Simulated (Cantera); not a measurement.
## Hydrocarbon pyrolysis for carbon deposition

An isothermal, constant-pressure homogeneous reactor starts with 1.14 % C2H6, 98.9 % N2, at 1700 K and 100.0 Torr.

Computed with Cantera and GRI-Mech 3.0 (53 species, 325 reactions). GRI-Mech 3.0 stops at C3 and has no aromatics, soot or wall deposition, so with more carbon than oxygen in the feed, carbon stays in small species such as C2H2 where larger ones or solid carbon would form.

```
t (s)      x C2H6    x CH2       x H    x C2H     x CH4     x HCN
--------  -------  -------  --------  -------  --------  --------
9.00e-6    0.0110  7.10e-8   2.62e-6   <1e-12   3.60e-6  1.11e-12
2.60e-5    0.0104  1.50e-6   2.97e-5   <1e-12   2.89e-5  6.47e-10
7.49e-5   0.00803  1.37e-5  0.000231  7.78e-9  0.000216   4.13e-7
0.000216  0.00232  2.64e-5  0.000521  5.06e-7   0.00119   6.19e-6
0.000624  8.60e-5  1.24e-5  0.000435  1.04e-6   0.00203   1.70e-5
0.00180   8.05e-6  2.86e-6  0.000200  5.62e-7   0.00184   2.12e-5
0.00520   2.11e-6  8.18e-7  0.000106  3.07e-7   0.00165   2.26e-5
0.0150    6.92e-7  2.81e-7   6.36e-5  1.84e-7   0.00149   2.33e-5
0.0433    3.24e-7  1.49e-7   4.96e-5  1.43e-7   0.00129   2.38e-5
0.125     1.78e-7  1.12e-7   5.06e-5  1.44e-7  0.000959   2.46e-5
0.360     5.87e-8  6.91e-8   5.44e-5  1.54e-7  0.000530   2.63e-5
1.04      1.06e-8  3.13e-8   5.79e-5  1.62e-7  0.000217   2.91e-5
3.00      1.36e-9  1.15e-8   5.97e-5  1.67e-7   7.61e-5   3.24e-5
```
x: mole fraction; the columns are a selection and need not sum to one.

Equilibrium at this temperature and pressure: C2H6 1.17e-12, CH2 3.05e-10, H 6.05e-5, C2H 1.87e-8, CH4 1.96e-6, HCN 0.0198 (gas phase only).
